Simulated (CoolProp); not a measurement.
A Linde-Hampson liquefier for dry air: isothermal reversible compression at 230 K from 1 atm to 15 MPa, throttling to 1 atm, return gas leaving the recuperator 0 K below the feed. Each further row changes one setting.

The numbers come from the reference Helmholtz-energy equation of state, Lemmon 2000 in CoolProp. It is a pseudo-pure fit of the blend.

```tsv
case	liquid yield per pass	compression work (kJ/kg of gas)
as stated	[?]	320
high pressure 30 MPa	0.203	363
warm-end temperature 260 K	[?]	[?]
warm-end gap 5 K	[?]	320
```

### Question
Fill in the missing entries.

### Answer

- as stated, liquid yield per pass: 0.144
- warm-end temperature 260 K, liquid yield per pass: 0.101
- warm-end temperature 260 K, compression work (kJ/kg of gas): 367
- warm-end gap 5 K, liquid yield per pass: 0.132
